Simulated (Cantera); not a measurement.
# Stirred combustor or abatement burner

A perfectly stirred reactor is fed with 10.1 % CO, 3.43 % H2, 1.82 % CH4, 10.7 % O2, 74.0 % N2, equivalence ratio 0.97, at 100000 Pa; it is adiabatic with a 673 K inlet, and is followed from long to short residence time, starting on the burning branch (τ in s: 0.024, 0.011, 0.005, 0.0023, 0.001, 0.00047, 0.00021, 9.7e-05, 4.4e-05, 2e-05, 9.1e-06, 4.2e-06).

Cantera simulation using GRI-Mech 3.0 (53 species, 325 reactions); the numbers are that mechanism's predictions, not measurements.

| τ (s) | T (K) | x CO | x H2 | x CH4 | x NO | x H | x H2O2 |
|---|---|---|---|---|---|---|---|
| 0.024 | 1979 | 0.0163 | 0.00226 | 3.48e-6 | 0.000173 | 0.000909 | 5.90e-8 |
| 0.011 | 1937 | 0.0201 | 0.00292 | 5.81e-6 | 0.000117 | 0.00152 | 8.42e-8 |
| 0.0050 | 1885 | 0.0245 | 0.00373 | 9.97e-6 | 8.19e-5 | 0.00253 | 1.23e-7 |
| 0.0023 | 1823 | 0.0292 | 0.00463 | 1.75e-5 | 6.17e-5 | 0.00405 | 1.85e-7 |
| 0.0010 | 1744 | 0.0346 | 0.00565 | 3.42e-5 | 4.73e-5 | 0.00642 | 2.96e-7 |
| 0.00047 | 1659 | 0.0406 | 0.00651 | 6.86e-5 | 3.53e-5 | 0.00910 | 4.75e-7 |
| 0.00021 | 1547 | 0.0507 | 0.00729 | 0.000175 | 2.04e-5 | 0.0114 | 8.31e-7 |
| 9.7e-5 | 1373 | 0.0742 | 0.00945 | 0.000829 | 4.51e-6 | 0.00879 | 1.69e-6 |
| 4.4e-5 | 673 | 0.101 | 0.0343 | 0.0182 | <1e-12 | <1e-12 | <1e-12 |
| 2.0e-5 | 673 | 0.101 | 0.0343 | 0.0182 | <1e-12 | <1e-12 | <1e-12 |
| 9.1e-6 | 673 | 0.101 | 0.0343 | 0.0182 | <1e-12 | <1e-12 | <1e-12 |
| 4.2e-6 | 673 | 0.101 | 0.0343 | 0.0182 | <1e-12 | <1e-12 | <1e-12 |
x: mole fraction; the columns are a selection and need not sum to one.
